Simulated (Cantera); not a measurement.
Cantera run:

```python
import numpy as np
import cantera as ct

gas_names = [...]  # 113 gases of nasa_gas.yaml made of C, H, O, Ti
cond_names = """
    C(gr) C6H6(L) C7H8(L) C8H18(L),n-octa H2O(s) H2O(L) Ti(a) Ti(b) Ti(L) TiC(s) TiC(L) TiO(a) TiO(b)
    TiO(L) TiO2(ru) TiO2(L) Ti2O3(a) Ti2O3(b) Ti2O3(L) Ti3O5(a) Ti3O5(b) Ti3O5(L) Ti4O7(s) Ti4O7(L)
""".split()


# ... load() reads the species with a 1 bar reference pressure and builds the phases ...
atoms = {
    'Ti(OiPr)4': {'Ti': 1, 'C': 12, 'H': 28, 'O': 4},
    'H2O': {'H': 2, 'O': 1},
}
top_T = {'C(gr)': 4500}  # K; cautious upper limits of use, not melting points


# ... equilibrate(T, P, feed) seeds the gas with the atoms and calls Mixture.equilibrate('TP', solver="vcs", rtol=1e-11, max_steps=5000) ...
results = []
T = 1725  # K
P = 11000  # Pa
for m in [1.1, 1.5, 2.1, 2.9, 4, 5.6, 7.8, 11, 15, 21]:
    feed = {'Ti(OiPr)4': 1, 'H2O': m}  # mol
    mix = equilibrate(T, P, feed)
    results.append((T, P, feed, dict(zip(mix.species_names, mix.species_moles))))

top = {s: max(r[3][s] / sum(r[3][g] for g in gas_names) for r in results) for s in gas_names}
cols = sorted((s for s in top if top[s] > 0.001), key=lambda s: -top[s])[:8]
seen = [c for c in cond_names if any(r[3].get(c, 0) > 1e-12 for r in results)]
print("log10 of partial pressures in bar; condensed amounts in mol")
print(f"{'n(H2O)':>10s}" + "".join(f"{s[:9]:>10s}" for s in cols + seen))
for T, P, feed, n in results:
    ng = sum(n[g] for g in gas_names)
    print(f"{feed['H2O']:10.4g}" + "".join(f"{np.log10(max(n[s] / ng * P / 1e5, 1e-99)):10.3f}" for s in cols)
          + "".join(f"{n.get(c, 0):10.4g}" for c in seen))
```

It prints:

```
log10 of partial pressures in bar; condensed amounts in mol
    n(H2O)        H2        CO       H2O       CO2     C(gr)    TiC(s)  TiO2(ru)  Ti2O3(b)  Ti4O7(s)
       1.1    -1.085    -1.556    -6.018    -7.036     5.896         1         0         0         0
       1.5    -1.091    -1.541    -6.008    -7.004     5.496         1         0         0         0
       2.1    -1.098    -1.520    -5.994    -6.962     4.896         1         0         0         0
       2.9    -1.108    -1.496    -5.980    -6.915     4.096         1         0         0         0
         4    -1.119    -1.471    -5.965    -6.864     2.996         1         0         0         0
       5.6    -1.132    -1.442    -5.950    -6.806     1.395         1         0         0         0
       7.8    -1.141    -1.425    -4.741    -5.572         0    0.6825         0    0.1588         0
        11    -1.149    -1.453    -2.487    -3.338         0         0         0         0      0.25
        15    -1.181    -1.514    -1.926    -2.806         0         0         1         0         0
        21    -1.230    -1.597    -1.639    -2.553         0         0         1         0         0
```

Cantera equilibrium calculation (NASA polynomials, part measured and part estimated; ideal gas, pure solids and liquids). The feed counts by its element totals alone. Mutual solubility and eutectic melting of coexisting phases are not modelled. TiC: taken at fixed stoichiometry. Condensed phases not in the tables: Magnéli phases beyond Ti4O7. Gases not in the tables: TiO(OH)2.
